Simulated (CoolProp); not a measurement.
Vapour-liquid equilibrium of toluene (1) + n-octane (2) at 90.8 kPa; x and y are mole fractions of (1).

The numbers come from the multi-fluid Helmholtz-energy mixture model, Lemmon 2006 and Beckmüller 2019; pair parameters Bell 2016 in CoolProp.

| x | bubble temperature (K) | y at the bubble point | dew temperature at overall composition x (K) | liquid density (mol/L) |
|---|---|---|---|---|
| 0.05 | 393.3 | 0.088 | 394.0 | 5.495 |
| 0.15 | 390.6 | 0.241 | 392.2 | 5.726 |
| 0.25 | 388.3 | 0.366 | 390.4 | 5.971 |
| 0.35 | 386.4 | 0.472 | 388.6 | 6.232 |
| 0.45 | 384.8 | 0.565 | 386.8 | 6.511 |
| 0.55 | 383.4 | 0.647 | 385.0 | 6.810 |
| 0.65 | 382.3 | 0.724 | 383.4 | 7.133 |
| 0.75 | 381.4 | 0.799 | 382.0 | 7.482 |
| 0.85 | 380.7 | 0.875 | 380.9 | 7.863 |
| 0.95 | 380.1 | 0.956 | 380.2 | 8.277 |

No azeotrope shows between x = 0.05 and 0.95.

Pair parameters are fitted to limited data, so mixtures are less certain than the pure fluids.
